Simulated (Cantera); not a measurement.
A closed system holds: 1 mol TiO₂, 1.1 mol CH₄, 0.013 mol CO, at 1600 K.

Points: P (Pa) = 10, 68, 460, 3200, 22000, 150000, 1e+06.

Cantera's Mixture.equilibrate('TP', solver="vcs", rtol=1e-11, max_steps=5000) on the NASA tables stopped like this:

```
*******************************************************************************
CanteraError thrown by VCS_SOLVE::solve_tp_inner:
vcs_solve_TP: ERROR on step change wt[118:Ti4O7(s)]: -6.938893903907228e-18 < 0.0
*******************************************************************************
```

### Question
What got this run through?

### Answer
This is not unique; one that fits is The failure is numerical, not chemical. The same input converged with solver="gibbs", rtol=1e-10, max_steps=50000, and the result passed a check of the equilibrium conditions:
```
log10 of partial pressures in bar; condensed amounts in mol
      P/Pa        H2        CO       CH4         H       H2O       CO2     C(gr)    TiC(s)    TiO(b)  Ti2O3(b)  Ti3O5(b)
        10    -4.174    -4.488   -13.772    -6.351    -9.082    -9.874         0   0.05002      0.95         0         0
        68    -3.314    -3.714   -11.629    -5.921    -7.872    -8.751         0      0.24         0      0.38         0
       460    -2.483    -2.884    -9.469    -5.506    -6.709    -7.588         0    0.2401         0      0.38         0
      3200    -1.640    -2.042    -7.278    -5.085    -5.530    -6.409         0    0.2401         0    0.3799         0
   2.2e+04    -0.803    -1.204    -5.101    -4.666    -4.357    -5.237         0    0.2402         0    0.3799         0
   1.5e+05     0.030    -0.371    -2.935    -4.249    -3.191    -4.070         0    0.2396         0    0.3802         0
     1e+06     0.930     0.136    -0.928    -3.800    -1.993    -3.265    0.7394         0         0         0    0.3333
```

The gas is ideal and each condensed phase is pure. Mutual solubility and eutectic melting of coexisting phases are not modelled. TiC, TiO: taken at fixed stoichiometry. Condensed phases not in the tables: solid solutions among these carbides, nitrides and lower oxides.
